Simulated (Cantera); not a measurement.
**Reactions in the system N-O-V**

Source: NASA polynomial tables (part measured, part estimated), evaluated in Cantera. Values are per mole of reaction as written; species without (g) are pure solids or liquids, kept so even where they would boil at 1 bar. VN: taken at fixed stoichiometry.

N(g) + V2O5 → NO2(g) + V2O3

```tsv
T (K)	ΔH° (kJ)	ΔS° (J/K)	ΔG° (kJ)	log10 K	condensed phases
300	-106.7	54.4	-123.0	21.42	V2O5(s), V2O3(s)
1473	-187.4	-36.3	-133.9	4.75	V2O5(l), V2O3(s)
1623	-187.5	-36.4	-128.4	4.13	V2O5(l), V2O3(s)
1773	-186.8	-36.0	-123.0	3.62	V2O5(l), V2O3(s)
1923	-185.2	-35.1	-117.7	3.20	V2O5(l), V2O3(s)
2073	-182.8	-33.9	-112.5	2.83	V2O5(l), V2O3(s)
```

4 N(g) + VO2(g) → 2 N2O(g) + V

```json
[
 {"T (K)": "300", "ΔH° (kJ)": "-1494.9", "ΔS° (J/K)": "-409.7", "ΔG° (kJ)": "-1372.0", "log10 K": "238.88"},
 {"T (K)": "1473", "ΔH° (kJ)": "-1498.5", "ΔS° (J/K)": "-422.0", "ΔG° (kJ)": "-876.9", "log10 K": "31.10"},
 {"T (K)": "1623", "ΔH° (kJ)": "-1496.4", "ΔS° (J/K)": "-420.7", "ΔG° (kJ)": "-813.7", "log10 K": "26.19"},
 {"T (K)": "1773", "ΔH° (kJ)": "-1494.0", "ΔS° (J/K)": "-419.2", "ΔG° (kJ)": "-750.7", "log10 K": "22.12"},
 {"T (K)": "1923", "ΔH° (kJ)": "-1491.0", "ΔS° (J/K)": "-417.6", "ΔG° (kJ)": "-687.9", "log10 K": "18.69"},
 {"T (K)": "2073", "ΔH° (kJ)": "-1487.6", "ΔS° (J/K)": "-415.9", "ΔG° (kJ)": "-625.4", "log10 K": "15.76"}
]
```

4 NO(g) + 2 VN → 3 N2(g) + V2O4

| T (K) | ΔH° (kJ) | ΔS° (J/K) | ΔG° (kJ) | log10 K | condensed phases |
|---|---|---|---|---|---|
| 300 | -1358.0 | -239.1 | -1286.2 | 223.94 | VN(s), V2O4(s) |
| 1473 | -1330.5 | -187.7 | -1054.0 | 37.37 | VN(s), V2O4(s) |
| 1623 | -1328.3 | -186.3 | -1025.9 | 33.02 | VN(s), V2O4(s) |
| 1773 | -1326.1 | -185.0 | -998.1 | 29.40 | VN(s), V2O4(s) |
| 1923 | -1208.3 | -120.2 | -977.1 | 26.54 | VN(s), V2O4(l) |
| 2073 | -1201.3 | -116.7 | -959.3 | 24.17 | VN(s), V2O4(l) |
